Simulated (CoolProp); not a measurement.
A Linde-Hampson liquefier for ethane: isothermal reversible compression at 320 K from 1 atm to 10 MPa, throttling to 1 atm, return gas leaving the recuperator 0 K below the feed. Each further row changes one setting.

Computed with CoolProp (reference Helmholtz-energy equation of state, Bücker 2006).

```json
[
 {"case": "as stated", "liquid yield per pass": "…", "compression work (kJ/kg of gas)": "338"},
 {"case": "high pressure 20 MPa", "liquid yield per pass": "…", "compression work (kJ/kg of gas)": "…"},
 {"case": "warm-end temperature 350 K", "liquid yield per pass": "0.288", "compression work (kJ/kg of gas)": "…"},
 {"case": "warm-end gap 5 K", "liquid yield per pass": "…", "compression work (kJ/kg of gas)": "338"}
]
```

Fill in the missing entries.


- as stated, liquid yield per pass: 0.433
- high pressure 20 MPa, liquid yield per pass: 0.465
- high pressure 20 MPa, compression work (kJ/kg of gas): 366
- warm-end temperature 350 K, compression work (kJ/kg of gas): 395
- warm-end gap 5 K, liquid yield per pass: 0.426
